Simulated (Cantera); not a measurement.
Charge: 1 mol Fe2O3, 5.9 mol CH4, 0.93 mol N2, equilibrated at 1200 °C and 100000 Pa.

Method: chemical equilibrium by Gibbs-energy minimisation in Cantera with the NASA 1993 tables (ideal gas, pure condensed phases). Candidate condensed phases: C, C6H6, C7H8, C8H18, Fe, Fe(CO)5, FeO, Fe(OH)2, Fe(OH)3, Fe2O3, Fe3O4, H2O; 140 gas species. Iron dissolves carbon and melts from about 1420 K in contact with it, which pure phases cannot show. Condensed phases not in the tables: cementite and carbon dissolved in iron. Rates play no part.

Base state: H2 0.748, CO 0.191, N2 0.0591, CH4 0.00164, H2O 0.000299, HCN 0.000183, CO2 3.08e-5, H 1.09e-5 (mole fractions); condensed: C(graphite) + Fe(γ).

### Question
What changes in the equilibrium state with this change: Fe2O3 replaced by PbO?

### Answer
```
species             before     after
----------------  --------  --------
H2                   0.748     0.841
CO                   0.191    0.0715
N2                  0.0591    0.0665
Pb                       0    0.0188
CO2                3.08e-5   4.33e-6
H2O               0.000299  0.000126
NH3                1.06e-5   1.34e-5
C(graphite), mol      2.88      4.87
Fe(γ), mol            2.00         0
Pb(l), mol               0     0.737
```
Further candidate phases: Pb, PbO, PbO2, Pb3O4.

### Question
What changes in the equilibrium state with this change: CH4 from 5.9 to 1 mol?

### Answer
```json
[
 {"species": "H2", "before": "0.748", "after": "0.362"},
 {"species": "N2", "before": "0.0591", "after": "0.237"},
 {"species": "CO", "before": "0.191", "after": "0.218"},
 {"species": "H2O", "before": "0.000299", "after": "0.147"},
 {"species": "CO2", "before": "3.08e-5", "after": "0.0360"},
 {"species": "CH4", "before": "0.00164", "after": "4.31e-7"},
 {"species": "HCN", "before": "0.000183", "after": "2.86e-7"},
 {"species": "C(graphite), mol", "before": "2.88", "after": "0"},
 {"species": "Fe(γ), mol", "before": "2.00", "after": "0.720"},
 {"species": "FeO(s), mol", "before": "0", "after": "1.28"}
]
```
Mutual solubility and eutectic melting of coexisting phases are not modelled. The tables' stoichiometric FeO is somewhat more stable than real wüstite, so its field is too wide. FeO: taken at fixed stoichiometry.
